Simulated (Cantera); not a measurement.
Cantera run:

```python
import numpy as np
import cantera as ct

gas_names = """
    AL ALF ALF2 ALF3 ALH ALN AL2 AL2F6 F F2 H HF H2 H2F2 H3F3 H4F4 H5F5 H6F6 H7F7 N NF NF2 NF3 NH NH2
    NH3 N2 N2H2 N2H4
""".split()
cond_names = """
    AL(cr) AL(L) ALF3(a) ALF3(b) ALF3(L) ALN(s)
""".split()


# ... load() reads the species with a 1 bar reference pressure and builds the phases ...
atoms = {
    'AlN': {'AL': 1, 'N': 1},
    'HF': {'H': 1, 'F': 1},
    'H2': {'H': 2},
}
top_T = {'ALN(s)': 2750}  # K; cautious upper limits of use, not melting points


# ... equilibrate(T, P, feed) seeds the gas with the atoms and calls Mixture.equilibrate('TP', solver="vcs", rtol=1e-11, max_steps=5000) ...
results = []
T = 1498  # K
P = 1000  # Pa
for m in [3.7, 5.4, 8, 12, 17, 26, 38]:
    feed = {'AlN': 1, 'HF': m, 'H2': 0.44}  # mol
    mix = equilibrate(T, P, feed)
    results.append((T, P, feed, dict(zip(mix.species_names, mix.species_moles))))

top = {s: max(r[3][s] / sum(r[3][g] for g in gas_names) for r in results) for s in gas_names}
cols = sorted((s for s in top if top[s] > 0.0001), key=lambda s: -top[s])[:9]
seen = [c for c in cond_names if any(r[3].get(c, 0) > 1e-12 for r in results)]
print("log10 of partial pressures in bar; condensed amounts in mol")
print(f"{'n(HF)':>10s}" + "".join(f"{s[:9]:>10s}" for s in cols + seen))
for T, P, feed, n in results:
    ng = sum(n[g] for g in gas_names)
    print(f"{feed['HF']:10.4g}" + "".join(f"{np.log10(max(n[s] / ng * P / 1e5, 1e-99)):10.3f}" for s in cols)
          + "".join(f"{n.get(c, 0):10.4g}" for c in seen))
```

It prints:

```
log10 of partial pressures in bar; condensed amounts in mol
     n(HF)        HF        H2      ALF3        N2      ALF2       ALF     AL2F6         H
       3.7    -2.766    -2.331    -2.622    -2.919    -4.702    -5.557    -5.855    -5.930
       5.4    -2.386    -2.479    -2.768    -3.068    -5.303    -6.612    -6.147    -6.004
         8    -2.227    -2.639    -2.927    -3.227    -5.700    -7.248    -6.465    -6.084
        12    -2.141    -2.807    -3.096    -3.396    -6.039    -7.758    -6.801    -6.169
        17    -2.095    -2.954    -3.242    -3.543    -6.304    -8.141    -7.095    -6.242
        26    -2.061    -3.135    -3.423    -3.723    -6.610    -8.573    -7.456    -6.332
        38    -2.041    -3.297    -3.585    -3.886    -6.874    -8.937    -7.781    -6.413
```

Equilibrium computed with Cantera from the NASA thermochemical tables; the gas is ideal and each condensed phase is pure. The tables' values for AlF2 are old estimates; treat these amounts as uncertain.
